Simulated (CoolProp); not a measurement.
Neopentane along the isotherm 254.85 °C: Z from the reference equation and from simpler models built on Tc = 160.6 °C, pc = 3196 kPa, ω = 0.196; each cubic takes its own stable root.

Values from CoolProp's reference Helmholtz-energy equation of state, Lemmon 2006. It is a short technical equation, of lower accuracy than the large ones.

| p (kPa) | phase | reference |
|---|---|---|
| 888 | gas | 0.9499 |
| 1780 | gas | 0.8975 |
| 2660 | gas | 0.8439 |
| 3550 | supercritical | 0.7886 |
| 4440 | supercritical | 0.7336 |
| 5330 | supercritical | 0.6815 |
| 6220 | supercritical | 0.6361 |
| 7100 | supercritical | 0.6024 |
| 7990 | supercritical | 0.5829 |

### Question
How far does each simpler model (van der Waals, Peng-Robinson) lie from the reference over these 9 states: mean and median of the absolute difference, and the worst?

### Answer
- van der Waals: mean 4.8 %, median 3.5 %, worst -10.8 % at 254.85 °C and 6220 kPa
- Peng-Robinson: mean 1.5 %, median 1.6 %, worst +3.0 % at 254.85 °C and 7990 kPa
